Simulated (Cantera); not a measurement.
**Premixed flame**

A freely propagating, adiabatic, planar premixed flame of CO : H2 : O2 : N2 = 1 : 0.19 : 0.496 : 1.54 (molar parts), equivalence ratio 1.2, unburnt at 373 K and 3750 Torr; mixture-averaged transport, grid criteria slope 0.08 and curve 0.16, no radiation.

Cantera simulation using GRI-Mech 3.0 (53 species, 325 reactions); the numbers are that mechanism's predictions, not measurements. The hydrogen kinetics of GRI-Mech 3.0 are dated; newer H2 mechanisms differ, most at raised pressure. Burning velocities carry a grid error of a few per cent, more on coarse grids.

| z (mm) | T (K) | u (m/s) | x CO | x H2 | x O2 | x NO | x H | x NO2 |
|---|---|---|---|---|---|---|---|---|
| -0.254 | 373 | 0.990 | 0.310 | 0.0588 | 0.154 | <1e-8 | <1e-8 | <1e-8 |
| -0.169 | 373 | 0.990 | 0.310 | 0.0585 | 0.154 | <1e-8 | <1e-8 | <1e-8 |
| -0.127 | 373 | 0.989 | 0.310 | 0.0577 | 0.154 | <1e-8 | <1e-8 | <1e-8 |
| -0.0847 | 375 | 0.991 | 0.311 | 0.0550 | 0.154 | <1e-8 | <1e-8 | <1e-8 |
| -0.0424 | 439 | 1.15 | 0.313 | 0.0433 | 0.154 | 5.08e-8 | 2.58e-8 | 7.67e-8 |
| -0.0212 | 776 | 2.00 | 0.299 | 0.0299 | 0.142 | 1.12e-6 | 0.000225 | 1.14e-7 |
| 0 | 1304 | 3.29 | 0.258 | 0.0154 | 0.109 | 5.62e-6 | 0.00356 | 2.00e-8 |
| 0.0212 | 1664 | 4.09 | 0.207 | 0.00695 | 0.0722 | 1.53e-5 | 0.00769 | 2.62e-8 |
| 0.0424 | 1874 | 4.52 | 0.171 | 0.00533 | 0.0512 | 2.75e-5 | 0.00913 | 3.38e-8 |
| 0.0847 | 2091 | 4.94 | 0.140 | 0.00541 | 0.0357 | 4.99e-5 | 0.00798 | 4.54e-8 |
| 0.169 | 2275 | 5.31 | 0.123 | 0.00488 | 0.0271 | 8.62e-5 | 0.00496 | 6.72e-8 |
| 0.339 | 2420 | 5.58 | 0.110 | 0.00410 | 0.0202 | 0.000152 | 0.00286 | 1.01e-7 |
| 0.678 | 2528 | 5.78 | 0.0984 | 0.00348 | 0.0144 | 0.000276 | 0.00173 | 1.45e-7 |
x: mole fraction of selected species; z is measured from the peak of heat release.

```
Item                          Value
------------------------  ---------
laminar burning velocity  99.0 cm/s
thermal thickness         0.0847 mm
peak x(H)                   0.00918
grid points                     122
```
